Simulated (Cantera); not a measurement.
Charge: 1 mol Fe, 0.17 mol H2O, 1.4 mol N2, equilibrated at 0.160 bar.

These are equilibrium values from Cantera (NASA tables, ideal gas, pure condensed phases), not measurements of a reactor. Candidate condensed phases: Fe, FeO, Fe(OH)2, Fe(OH)3, Fe2O3, Fe3O4, H2O; 27 gas species. Mutual solubility and eutectic melting of coexisting phases are not modelled. The tables' stoichiometric FeO is somewhat more stable than real wüstite, so its field is too wide. FeO: taken at fixed stoichiometry. Kinetics and transport are ignored.

**Question.** Which condensed phases are stable at each of these points (T (°C)): 827, 877, 927, 977, 1027, 1077, 1127, 1177, 1227, 1277, 1327, 1377, 1427?

**Answer.** 
```
T (°C)  condensed phases  Fe condensed (%)
------  ----------------  ----------------
827       Fe(α) + FeO(s)             100.0
877       Fe(α) + FeO(s)             100.0
927       Fe(γ) + FeO(s)             100.0
977       Fe(γ) + FeO(s)             100.0
1027      Fe(γ) + FeO(s)             100.0
1077      Fe(γ) + FeO(s)             100.0
1127      Fe(γ) + FeO(s)             100.0
1177      Fe(γ) + FeO(s)             100.0
1227      Fe(γ) + FeO(s)             100.0
1277      Fe(γ) + FeO(s)             100.0
1327      Fe(γ) + FeO(s)             100.0
1377      Fe(γ) + FeO(l)             100.0
1427      Fe(δ) + FeO(l)             100.0
```

From 827 °C to 877 °C the condensed part is Fe(α) + FeO(s). From 927 °C to 1327 °C the condensed part is Fe(γ) + FeO(s). At 1377 °C the condensed part is Fe(γ) + FeO(l). At 1427 °C the condensed part is Fe(δ) + FeO(l).
